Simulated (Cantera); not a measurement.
Input: 1 mol V2O5, a varied amount of H2, held at 0.370 bar.

Method: chemical equilibrium by Gibbs-energy minimisation in Cantera with the NASA 1993 tables (ideal gas, pure condensed phases). Candidate condensed phases: H2O, V, VO, V2O3, V2O4, V2O5; 12 gas species. Mutual solubility and eutectic melting of coexisting phases are not modelled. VO: taken at fixed stoichiometry. Condensed phases not in the tables: the oxides between V2O3 and V2O5 other than VO2. Equilibrium is a limit: real reactors are often held back by kinetics, nucleation or transport.

Stable condensed phases, one row left out:

```
T in °C \ n(H2) in mol
         2.7   5   9  16  30  54  98 180
   1825    A   A   A   A   A   B   C   C
   1725    A   A   A   A   A   A   B   C
   1525    A   A   A   A   A   A   A   B
   1425    A   A   A   A   A   A   A   A
   1325    A   A   A   A   A   A   A   A
   1225    A   A   A   A   A   A   A   A
   1125    A   A   A   A   A   A   A   A
   1025    A   A   A   A   A   A   A   A
```

A: V2O3; B: VO + V2O3; C: VO.

Q: Give the row for 1625 °C.

A: 2.7: V2O3; 5: V2O3; 9: V2O3; 16: V2O3; 30: V2O3; 54: V2O3; 98: VO + V2O3; 180: VO.
